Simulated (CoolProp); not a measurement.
A Linde-Hampson liquefier for methane: isothermal reversible compression at 250 K from 1 atm to 30 MPa, throttling to 1 atm, return gas leaving the recuperator 10 K below the feed. Each further row changes one setting.

Values from CoolProp's reference Helmholtz-energy equation of state, Setzmann 1991.

```
case                        liquid yield per pass  compression work (kJ/kg of gas)
--------------------------  ---------------------  -------------------------------
as stated                                   0.335                              653
high pressure 60 MPa                        0.319                              [?]
warm-end temperature 280 K                    [?]                              [?]
warm-end gap 15 K                           0.326                              653
```

Task: What belongs in the gaps?

Result: 
- high pressure 60 MPa, compression work (kJ/kg of gas): 751
- warm-end temperature 280 K, liquid yield per pass: 0.259
- warm-end temperature 280 K, compression work (kJ/kg of gas): 763
